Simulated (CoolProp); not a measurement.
Benzene along the isobar 18.4 MPa: density (kg/m³) from the reference equation and from simpler models built on Tc = 288.9 °C, pc = 4.906 MPa, ω = 0.211; each cubic takes its own stable root.

Values from CoolProp's reference Helmholtz-energy equation of state, Thol 2012.

| T (°C) | phase | reference |
|---|---|---|
| 101.85 | liquid | 812.4 |
| 113.75 | liquid | 800.4 |
| 125.55 | liquid | 788.5 |
| 137.45 | liquid | 776.3 |
| 149.35 | liquid | 764.0 |
| 161.15 | liquid | 751.7 |
| 173.05 | liquid | 739.0 |
| 184.95 | liquid | 726.2 |
| 196.75 | liquid | 713.3 |
| 208.65 | liquid | 699.9 |
| 220.45 | liquid | 686.5 |
| 232.35 | liquid | 672.6 |
| 244.25 | liquid | 658.4 |
| 256.05 | liquid | 643.9 |
| 267.95 | liquid | 628.9 |
| 279.75 | liquid | 613.7 |

**Question.** How far does each simpler model (Soave-Redlich-Kwong, Peng-Robinson) lie from the reference over these 16 states: mean and median of the absolute difference, and the worst?

**Answer.** 
- Soave-Redlich-Kwong: mean 7.4 %, median 7.1 %, worst -8.8 % at 279.75 °C and 18.4 MPa
- Peng-Robinson: mean 3.9 %, median 4.4 %, worst +4.8 % at 149.35 °C and 18.4 MPa
